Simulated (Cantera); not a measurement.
**Adiabatic ignition**

An adiabatic, constant-pressure homogeneous reactor starts with 15.9 % H2, 9.03 % O2, 75.1 % N2, equivalence ratio 0.88, at 1475 K and 1730 Torr.

Cantera simulation using the H2/O2 subset of GRI-Mech 3.0, which has no nitrogen chemistry; the numbers are that mechanism's predictions, not measurements. The hydrogen kinetics of GRI-Mech 3.0 are dated; newer H2 mechanisms differ, most at raised pressure.

```csv
t (s),T (K),x H2,x O2,x H2O,x O,x H2O2,x HO2,x H
2.00e-6,1475,0.159,0.0903,1.06e-6,1.78e-7,4.66e-9,3.76e-7,1.12e-6
7.43e-6,1477,0.156,0.0891,0.00188,0.000236,7.73e-7,4.65e-5,0.00145
2.76e-5,2117,0.0237,0.0205,0.125,0.00902,4.32e-7,1.07e-5,0.0214
0.000102,2413,0.0119,0.0146,0.151,0.00273,2.09e-7,3.98e-6,0.00450
0.000381,2502,0.00608,0.0126,0.161,0.00115,1.94e-7,2.76e-6,0.00139
0.00141,2505,0.00585,0.0125,0.161,0.00110,1.95e-7,2.73e-6,0.00131
0.00525,2505,0.00585,0.0125,0.161,0.00110,1.95e-7,2.73e-6,0.00131
0.0195,2505,0.00585,0.0125,0.161,0.00110,1.95e-7,2.73e-6,0.00131
0.0725,2505,0.00585,0.0125,0.161,0.00110,1.95e-7,2.73e-6,0.00131
0.269,2505,0.00585,0.0125,0.161,0.00110,1.95e-7,2.73e-6,0.00131
1.00,2505,0.00585,0.0125,0.161,0.00110,1.95e-7,2.73e-6,0.00131
```
x: mole fraction; the columns are a selection and need not sum to one.

```
Quantity                                                            Result
---------------------------------  ---------------------------------------
time of steepest temperature rise                                  10.9 µs
temperature at 1.00 s                                               2505 K
equilibrium temperature                                             2505 K
x(H2) at 1.00 s                    0.00585 (gas-phase equilibrium 0.00585)
x(O2) at 1.00 s                      0.0125 (gas-phase equilibrium 0.0125)
x(H2O) at 1.00 s                       0.161 (gas-phase equilibrium 0.161)
```
